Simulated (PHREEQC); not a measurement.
Dissolve 0.015 mol/kgw Cu(BF4)2, 0.28 mol/kgw HNO3 and 0.1 mol/kgw Na2SO4 at 25 °C. Closed to the air; pH follows from the charge balance.

All values are PHREEQC results (ion-association model, phreeqc.dat), not measurements.

Problem. The ionic strength comes out as 0.453 mol/kgw. What activity coefficients do BF2(OH)2-, SO4-2, HF2-, H+, BF3OH- get?

Solution. BF2(OH)2- 0.73, SO4-2 0.21, HF2- 0.73, H+ 0.77, BF3OH- 0.73.

This is a speciation only: nothing precipitates in the calculation. Real BF4- forms and hydrolyses slowly; the run takes it at equilibrium.
